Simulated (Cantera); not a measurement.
Charge: 1 mol SO2, 0.034 mol O2, at 8.30 bar.

Equilibrium computed with Cantera from the NASA thermochemical tables; the gas is ideal and each condensed phase is pure. Candidate condensed phases: S; 10 gas species. Equilibrium is a limit: real reactors are often held back by kinetics, nucleation or transport.

x: gas mole fraction; nothing condenses.

| T (°C) | x SO2 | x O2 | x SO3 | x SO | x O | x S | x S2O |
|---|---|---|---|---|---|---|---|
| 1127 | 0.954 | 0.0206 | 0.0255 | 1.44e-7 | 4.71e-8 | <1e-12 | <1e-12 |
| 1277 | 0.960 | 0.0265 | 0.0132 | 1.57e-6 | 4.42e-7 | 1.32e-12 | 1.02e-12 |
| 1427 | 0.963 | 0.0294 | 0.00725 | 1.18e-5 | 2.66e-6 | 6.29e-11 | 3.48e-11 |
| 1577 | 0.965 | 0.0308 | 0.00433 | 6.51e-5 | 1.17e-5 | 1.66e-9 | 7.09e-10 |
| 1727 | 0.965 | 0.0317 | … | … | … | … | … |
| 1877 | 0.965 | 0.0324 | 0.00190 | 0.000979 | 0.000122 | 3.01e-7 | 8.58e-8 |
| 2027 | 0.962 | 0.0335 | … | … | … | … | … |
| 2177 | 0.955 | 0.0355 | 0.00105 | 0.00729 | 0.000737 | 1.43e-5 | 2.88e-6 |
| 2327 | 0.942 | 0.0395 | 0.000841 | 0.0160 | 0.00161 | 6.56e-5 | 1.09e-5 |

Some entries are withheld; supply them.


- 2027, x SO3: 0.00137
- 2027, x SO: 0.00288
- 2027, x O: 0.000315
- 2027, x S: 2.40e-6
- 2027, x S2O: 5.75e-7
- 1727, x SO3: 0.00278
- 1727, x SO: 0.000280
- 1727, x O: 4.13e-5
- 1727, x S: 2.72e-8
- 1727, x S2O: 9.35e-9
